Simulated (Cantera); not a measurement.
An isothermal, constant-pressure homogeneous reactor starts with CO : O2 : H2O : N2 : H2 = 0.0078 : 0.016 : 0.0021 : 1 : 0.0098 (molar parts), at 1300 K and 5.00 bar.

Model: GRI-Mech 3.0 (53 species, 325 reactions), integrated in Cantera. The hydrogen kinetics of GRI-Mech 3.0 are dated; newer H2 mechanisms differ, most at raised pressure.

x: mole fraction; the columns are a selection and need not sum to one.

```csv
t (s),x CO,x O2,x H2O,x N2O,x H2O2,x OH
0.000400,0.00401,0.00901,0.0114,6.01e-7,(withheld),5.99e-5
0.00108,0.00252,0.00826,0.0115,8.75e-7,(withheld),4.12e-5
0.00292,0.00105,0.00753,0.0115,1.18e-6,(withheld),2.75e-5
0.00787,0.000257,0.00713,0.0116,1.40e-6,(withheld),1.54e-5
0.0213,3.60e-5,0.00703,0.0116,1.41e-6,(withheld),7.53e-6
0.0574,3.14e-6,0.00701,0.0116,1.15e-6,(withheld),3.38e-6
0.155,1.55e-7,0.00701,0.0116,5.98e-7,3.42e-10,1.75e-6
0.418,9.03e-9,0.00701,0.0116,1.07e-7,1.56e-10,1.18e-6
1.13,6.27e-9,0.00701,0.0116,1.41e-8,1.19e-10,1.03e-6
3.05,6.25e-9,0.00701,0.0116,1.33e-8,1.19e-10,1.02e-6
8.23,6.25e-9,0.00701,0.0116,1.33e-8,1.19e-10,1.02e-6
22.2,6.25e-9,0.00701,0.0116,1.33e-8,1.19e-10,1.02e-6
60.0,6.25e-9,0.00701,0.0116,1.33e-8,1.19e-10,1.02e-6
```

Q: Complete the blanks.

A: 
- 0.000400, x H2O2: 3.03e-7
- 0.00108, x H2O2: 1.83e-7
- 0.00292, x H2O2: 9.02e-8
- 0.00787, x H2O2: 2.71e-8
- 0.0213, x H2O2: 6.20e-9
- 0.0574, x H2O2: 1.27e-9
